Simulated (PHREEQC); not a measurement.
## Ultrapure water in contact with air or piping (model solution)

Model water analysis in mmol/kgw, 65 °C, pH 5.67, pe 0.5: Na 0.00763; K 0.00091; Ca 0.0052; Mg 0.000765; Cl 0.0109; S(6) 0.00224; Alkalinity (meq/kgw) 0.00515; Ba 7.03e-06; Li 8.24e-05.

Valence states are taken as typed.

Equilibrium calculation in PHREEQC: ion-association model, phreeqc.dat.

The ionic strength comes out as 3.09e-5 mol/kgw and the charge-balance error is 0.1 %.

```tsv
species	molality	activity	log γ
CO2	3.05e-5	3.05e-5	0.000
Cl-	1.09e-5	1.08e-5	-0.003
Na+	7.63e-6	7.58e-6	-0.003
HCO3-	7.24e-6	7.19e-6	-0.003
Ca+2	5.20e-6	5.05e-6	-0.012
SO4-2	2.24e-6	2.17e-6	-0.012
H+	2.15e-6	2.14e-6	-0.003
```

This is a speciation only: nothing precipitates in the calculation. Species that the database lacks are ignored. Constants without temperature data keep their 25 °C values here.
